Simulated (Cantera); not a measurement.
Pb + CO (metals in furnace atmospheres)

A closed system holds: 1 mol Pb, a varied amount of CO, equilibrated at 1330 Pa.

These are equilibrium values from Cantera (NASA tables, ideal gas, pure condensed phases), not measurements of a reactor. Candidate condensed phases: C, Pb, PbO, PbO2, Pb3O4; 15 gas species. The numbers say what is thermodynamically allowed, not how fast it happens.

Stable condensed phases:

```
T in °C \ n(CO) in mol
         0.36  1.4  2.4  3.5  4.5  5.6  6.6
   1600     A    A    A    A    A    A    A
   1525     A    A    A    A    A    A    A
   1450     A    A    A    A    A    A    A
   1375     A    A    A    A    A    A    A
   1300     A    A    A    A    A    A    A
   1225     A    A    A    A    A    A    A
   1150     A    A    A    A    A    A    A
   1075     B    B    A    A    A    A    A
   1000     B    B    B    B    B    B    A
    925     C    C    C    C    C    C    C
    850     C    C    C    C    C    C    C
```

A: gas only; B: Pb; C: C + Pb.
